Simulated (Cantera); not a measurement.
Charge: 1 mol Si, 0.25 mol N2O, 230 mol H2, held at 1625 K and 0.210 bar.

Method: chemical equilibrium by Gibbs-energy minimisation in Cantera with the NASA 1993 tables (ideal gas, pure condensed phases). Candidate condensed phases: H2O, Si, SiO2, Si2N2O, Si3N4; 35 gas species. Mutual solubility and eutectic melting of coexisting phases are not modelled. Kinetics and transport are ignored.

Base state: H2 0.999, N2 0.000384, SiO 0.000384, H 0.000154 (mole fractions); condensed: Si(s) + Si2N2O(s).

Q: What changes in the equilibrium state with this change: temperature from 1625 K to 1148 K?

A: 
| species | before | after |
|---|---|---|
| H2 | 0.999 | 1.00 |
| H | 0.000154 | 1.56e-7 |
| SiO | 0.000384 | 1.56e-9 |
| N2 | 0.000384 | <1e-9 |
| Si(s), mol | 0.587 | 0.500 |
| Si2N2O(s), mol | 0.162 | 0.250 |

Q: What changes in the equilibrium state with this change: pressure from 0.210 bar to 0.420 Pa?

A: 
| species | before | after |
|---|---|---|
| H2 | 0.999 | 0.961 |
| H | 0.000154 | 0.0337 |
| Si | 7.76e-7 | 0.00317 |
| SiH | 7.08e-7 | 1.27e-5 |
| SiO | 0.000384 | 0.00106 |
| N2 | 0.000384 | 0.00106 |
| Si(s), mol | 0.587 | 0 |
| Si2N2O(s), mol | 0.162 | 0 |
